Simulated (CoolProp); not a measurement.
Dodecamethylcyclohexasiloxane (D6) along the isobar 0.101 MPa: Z from the reference equation and from simpler models built on Tc = 372.6 °C, pc = 0.9614 MPa, ω = 0.736; each cubic takes its own stable root.

The numbers come from the reference Helmholtz-energy equation of state, Colonna 2008 in CoolProp. It is a short technical equation, of lower accuracy than the large ones.

| T (°C) | phase | reference | van der Waals | Redlich-Kwong | Soave-Redlich-Kwong | Peng-Robinson |
|---|---|---|---|---|---|---|
| 101.35 | liquid | 0.01633 | 0.02897 | 0.01964 | 0.01815 | 0.01615 |
| 115.95 | liquid | 0.01601 | 0.02832 | 0.01923 | 0.01769 | 0.01574 |
| 130.65 | liquid | 0.01574 | 0.8977 | 0.01889 | 0.01729 | 0.01537 |
| 145.25 | liquid | 0.01550 | 0.9064 | 0.01859 | 0.01694 | 0.01504 |
| 159.85 | liquid | 0.01529 | 0.9141 | 0.01836 | 0.01664 | 0.01477 |
| 174.45 | liquid | 0.01512 | 0.9208 | 0.01817 | 0.01639 | 0.01454 |
| 189.15 | liquid | 0.01498 | 0.9269 | 0.9010 | 0.01619 | 0.01435 |
| 203.75 | liquid | 0.01487 | 0.9323 | 0.9098 | 0.01604 | 0.01420 |
| 218.35 | liquid | 0.01481 | 0.9371 | 0.9176 | 0.01595 | 0.01411 |
| 233.05 | liquid | 0.01478 | 0.9415 | 0.9245 | 0.01592 | 0.01408 |
| 247.65 | gas | 0.9057 | 0.9455 | 0.9307 | 0.9124 | 0.9081 |
| 262.25 | gas | 0.9144 | 0.9490 | 0.9361 | 0.9213 | 0.9169 |
| 276.85 | gas | 0.9220 | 0.9523 | 0.9410 | 0.9292 | 0.9248 |

At some of these states van der Waals, Redlich-Kwong gives the other phase, because its saturation line lies elsewhere.
